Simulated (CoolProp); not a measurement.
Properties of R236EA along the isobar 0.101 MPa.

Model: reference Helmholtz-energy equation of state, Rui 2013, in CoolProp.

| T (°C) | phase | Z | cv (kJ/(kg K)) | speed of sound (m/s) | expansivity (1/kK) | Prandtl number | fugacity coefficient |
|---|---|---|---|---|---|---|---|
| -5.55 | liquid | 0.004543 | 0.8687 | 713.4 | 1.913 | 8.11 | 0.5896 |
| 4.75 | liquid | 0.004464 | 0.8735 | 670.5 | 2.012 | 7.25 | 0.9083 |
| 15.05 | gas | 0.9611 | 0.7871 | 125.6 | 4.011 | 0.654 | 0.9626 |
| 25.35 | gas | 0.9660 | 0.8022 | 128.3 | 3.800 | 0.654 | 0.9671 |
| 35.65 | gas | 0.9701 | 0.8171 | 130.9 | 3.616 | 0.655 | 0.9710 |
| 45.95 | gas | 0.9736 | 0.8320 | 133.3 | 3.453 | 0.655 | 0.9743 |
| 56.35 | gas | 0.9766 | 0.8470 | 135.8 | 3.306 | 0.656 | 0.9771 |
| 66.65 | gas | 0.9791 | 0.8617 | 138.1 | 3.175 | 0.658 | 0.9795 |
| 76.95 | gas | 0.9813 | 0.8762 | 140.4 | 3.057 | 0.659 | 0.9816 |
| 87.25 | gas | 0.9832 | 0.8905 | 142.6 | 2.949 | 0.661 | 0.9834 |
| 97.55 | gas | 0.9848 | 0.9045 | 144.7 | 2.850 | 0.663 | 0.9850 |
| 107.85 | gas | 0.9863 | 0.9184 | 146.8 | 2.758 | 0.664 | 0.9864 |
| 118.25 | gas | 0.9876 | 0.9321 | 148.9 | 2.673 | 0.666 | 0.9877 |
| 128.55 | gas | 0.9887 | 0.9454 | 151.0 | 2.594 | 0.668 | 0.9888 |
| 138.85 | gas | 0.9897 | 0.9583 | 153.0 | 2.520 | 0.670 | 0.9898 |

Viscosity comes from a separate model (Huber 2003), an estimate that may be off by 10 % or more. Thermal conductivity comes from a separate model (Huber 2003), an estimate that may be off by 10 % or more.
